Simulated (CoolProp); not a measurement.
The fluid at 293.15 K and 0.0253 MPa flows at 0.063 m/s in a round tube of 2 mm bore and 1.5 µm roughness, fully developed (64/Re and Nu = 3.66 if laminar; Colebrook and Gnielinski if turbulent). The same conditions are run with several fluids, on thermodynamics alone (safety and materials aside).

Computed with CoolProp (reference Helmholtz-energy equation of state of each fluid (R11: Jacobsen 1992; R407C: Lemmon 2003; methane: Setzmann 1991; R13: Platzer 1990)). The equations of Platzer and Polt are older, rougher fits. Blends and air are pseudo-pure fits.

### Question
Rank R11, R407C, methane, R13 by Reynolds number, highest first.

### Answer
R11 (18.0), R13 (9.70), R407C (9.41), methane (1.90)

```csv
fluid,Darcy friction factor,pressure drop (Pa/m),heat-transfer coefficient (W/(m² K)),mass flow (kg/h)
R11,3.55,5.07,15.0,0.00103
R407C,6.80,6.07,23.4,0.000640
methane,33.6,5.56,61.1,0.000119
R13,6.60,7.12,21.9,0.000774
```

Transport values come from each fluid's own correlations; those of R11, R13 are estimates that may be off by 10 % or more.
